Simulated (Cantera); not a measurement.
A perfectly stirred reactor is fed with C2H4 : H2 = 1 : 6.7 (molar parts), at 13300 Pa; it is held at 1625 K, and followed from long to short residence time.

Detailed kinetics in Cantera: GRI-Mech 3.0 (53 species, 325 reactions). GRI-Mech 3.0 was tuned for natural gas; its chemistry of ethylene as a main component is partial and can be far from experiment. GRI-Mech 3.0 stops at C3 and has no aromatics, soot or wall deposition, so with more carbon than oxygen in the feed, carbon stays in small species such as C2H2 where larger ones or solid carbon would form.

Problem. Predict: x(C2H4) at τ = 0.780 s; x(H2) at τ = 0.780 s; x(C2H2) at τ = 0.780 s; x(CH2) at τ = 0.780 s; x(H) at τ = 0.780 s; x(C2H4) at τ = 36.0 ms; x(H2) at τ = 36.0 ms; x(C2H2) at τ = 36.0 ms; x(H) at τ = 36.0 ms.

Solution. 
```json
{
 "x(C2H4) at τ = 0.780 s": "0.00177",
 "x(H2) at τ = 0.780 s": "0.883",
 "x(C2H2) at τ = 0.780 s": "0.113",
 "x(CH2) at τ = 0.780 s": "1.64e-9",
 "x(H) at τ = 0.780 s": "0.000167",
 "x(C2H4) at τ = 36.0 ms": "0.0242",
 "x(H2) at τ = 36.0 ms": "0.882",
 "x(C2H2) at τ = 36.0 ms": "0.0933",
 "x(H) at τ = 36.0 ms": "6.20e-5"
}
```
